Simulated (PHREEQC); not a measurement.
Consider water at 80 °C with 0.1 mol/kgw SrCl2 and 0.0079 mol/kgw KCl. Closed to the air; pH follows from the charge balance.

Equilibrium calculation in PHREEQC: ion-association model, phreeqc.dat.

**Question.** The ionic strength comes out as 0.308 mol/kgw. What activity coefficients do K+, Cl-, Sr+2 get?

**Answer.** K+ 0.65, Cl- 0.66, Sr+2 0.25.

No solid was allowed to form. Species that the database lacks are ignored. Constants without temperature data keep their 25 °C values here.
